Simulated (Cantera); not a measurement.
Feed: 1 mol Si3H8, 0.52 mol HCl, 4.5 mol N2, 0.18 mol Cl2, equilibrated at 850 K and 135 Torr.

Cantera equilibrium calculation (NASA polynomials, part measured and part estimated; ideal gas, pure solids and liquids). Candidate condensed phases: NH4Cl, Si, Si3N4; 28 gas species. The feed counts by its element totals alone. N2 is the only nitrogen source here; it is nearly inert below about 1500 K, so the nitride shown seldom forms there in practice. Equilibrium is a limit: real reactors are often held back by kinetics, nucleation or transport.

Base state: H2 0.532, N2 0.348, HCl 0.120, SiCl4 0.000522, NH3 7.64e-5 (mole fractions); condensed: Si3N4(s).

Task: What changes in the equilibrium state with this change: HCl from 0.52 to 2.6 mol?

Result: 
```tsv
species	before	after
H2	0.532	0.448
N2	0.348	0.282
HCl	0.120	0.254
SiCl4	0.000522	0.0168
SiHCl3	3.83e-6	4.92e-5
NH3	7.64e-5	5.31e-5
Si3N4(s), mol	0.999	0.948
```
